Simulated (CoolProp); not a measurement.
A single-stage vapour-compression cycle with C3F8 (R218): evaporating at 270.15 K (dew point), condensing at 311.15 K (bubble point), superheat 10 K, subcooling 8 K, compressor efficiency 0.7, no pressure losses. Each further row changes one setting.

The numbers come from the reference Helmholtz-energy equation of state, Lemmon 2006 in CoolProp. It is a short technical equation, of lower accuracy than the large ones.

```csv
case,cooling COP,pressure ratio,discharge temperature (K),refrigerating effect (kJ/kg),volumetric capacity (kJ/m³)
as stated,3.56,3.23,314.4,62.6,2130
evaporating temperature 275.15 K,4.33,2.75,315.2,65.7,2630
condensing temperature 306.15 K,4.32,2.85,310.2,68.4,2330
subcooling 13 K,3.90,3.23,314.4,68.5,2330
superheat 20 K,3.78,3.23,323.7,70.8,2290
compressor efficiency 0.6,3.05,3.23,317.3,62.6,2130
```
